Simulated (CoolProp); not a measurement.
A single-stage vapour-compression cycle with R407C: evaporating at 218.15 K (dew point), condensing at 255.15 K (bubble point), superheat 0 K, subcooling 5 K, compressor efficiency 0.85, no pressure losses. Each further row changes one setting.

The numbers come from the reference Helmholtz-energy equation of state, Lemmon 2003 in CoolProp. It is a pseudo-pure fit of the blend.

| case | cooling COP | pressure ratio | discharge temperature (K) | refrigerating effect (kJ/kg) | volumetric capacity (kJ/m³) |
|---|---|---|---|---|---|
| as stated | ? | 8.04 | 299.1 | 211 | 384 |
| evaporating temperature 223.15 K | 4.32 | 6.02 | 293.2 | ? | 511 |
| condensing temperature 250.15 K | 4.20 | 6.62 | 291.1 | 217 | 397 |
| subcooling 10 K | 3.77 | 8.04 | 299.1 | 217 | 397 |
| superheat 10 K | 3.61 | 8.04 | 310.4 | 218 | ? |
| compressor efficiency 0.75 | 3.22 | 8.04 | 307.8 | 211 | 384 |

Complete the blanks.


- as stated, cooling COP: 3.65
- evaporating temperature 223.15 K, refrigerating effect (kJ/kg): 214
- superheat 10 K, volumetric capacity (kJ/m³): 379
